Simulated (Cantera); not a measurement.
A perfectly stirred reactor is fed with H2 : O2 : N2 = 1 : 0.549 : 2.07 (molar parts), equivalence ratio 0.91, at 4.93 atm; it is adiabatic with a 400 K inlet, and is followed from long to short residence time, starting on the burning branch (τ in s: 0.4, 0.15, 0.056, 0.021, 0.0078, 0.0029, 0.0011, 0.00041, 0.00015, 5.7e-05, 2.1e-05, 7.9e-06).

Computed with Cantera and the H2/O2 subset of GRI-Mech 3.0, which has no nitrogen chemistry. The hydrogen kinetics of GRI-Mech 3.0 are dated; newer H2 mechanisms differ, most at raised pressure.

### Question
What does this change do: pressure from 4.93 atm to 15.8 atm?

### Answer
| quantity | before | after |
|---|---|---|
| blow-out, bracketed by the residence times tried | burning at 7.90 µs, the shortest tried | burning at 7.90 µs, the shortest tried |
| x(H2) at τ = 0.400 s | 0.00414 | 0.00259 |
| x(O2) at τ = 0.400 s | 0.0159 | 0.0155 |
| x(H2O) at τ = 0.400 s | 0.312 | 0.314 |
| x(H) at τ = 0.400 s | 0.000477 | 0.000229 |
| x(H2O2) at τ = 0.400 s | 5.03e-7 | 9.35e-7 |
| x(H2) at τ = 1.10 ms | 0.00714 | 0.00338 |
| x(O2) at τ = 1.10 ms | 0.0170 | 0.0158 |
| x(H2O) at τ = 1.10 ms | 0.307 | 0.313 |
| x(H) at τ = 1.10 ms | 0.00106 | 0.000320 |
| x(H2O2) at τ = 1.10 ms | 6.05e-7 | 1.02e-6 |
The pressure lies above the range GRI-Mech 3.0 was tuned for (to about 10 atm).
